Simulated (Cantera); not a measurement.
A closed system holds: 1 mol SiCl₄, a varied amount of H₂, held at 1625 K and 75.0 Torr.

These are equilibrium values from Cantera (NASA tables, ideal gas, pure condensed phases), not measurements of a reactor. Candidate condensed phases: Si; 19 gas species. Kinetics and transport are ignored.

Question: What share of the Si ends up in condensed phases as a function of n(H₂) (mol), at 25, 61, 96, 130, 170, 200, 240, 270, 310, 340, 380, 410, 450?

Answer: 
```json
[
 {"n(H₂) (mol)": "25", "Si condensed (%)": "17.6", "as": "Si(s)"},
 {"n(H₂) (mol)": "61", "Si condensed (%)": "47.7", "as": "Si(s)"},
 {"n(H₂) (mol)": "96", "Si condensed (%)": "60.9", "as": "Si(s)"},
 {"n(H₂) (mol)": "130", "Si condensed (%)": "68.5", "as": "Si(s)"},
 {"n(H₂) (mol)": "170", "Si condensed (%)": "74.2", "as": "Si(s)"},
 {"n(H₂) (mol)": "200", "Si condensed (%)": "77.3", "as": "Si(s)"},
 {"n(H₂) (mol)": "240", "Si condensed (%)": "80.4", "as": "Si(s)"},
 {"n(H₂) (mol)": "270", "Si condensed (%)": "82.2", "as": "Si(s)"},
 {"n(H₂) (mol)": "310", "Si condensed (%)": "84.1", "as": "Si(s)"},
 {"n(H₂) (mol)": "340", "Si condensed (%)": "85.3", "as": "Si(s)"},
 {"n(H₂) (mol)": "380", "Si condensed (%)": "86.6", "as": "Si(s)"},
 {"n(H₂) (mol)": "410", "Si condensed (%)": "87.4", "as": "Si(s)"},
 {"n(H₂) (mol)": "450", "Si condensed (%)": "88.3", "as": "Si(s)"}
]
```
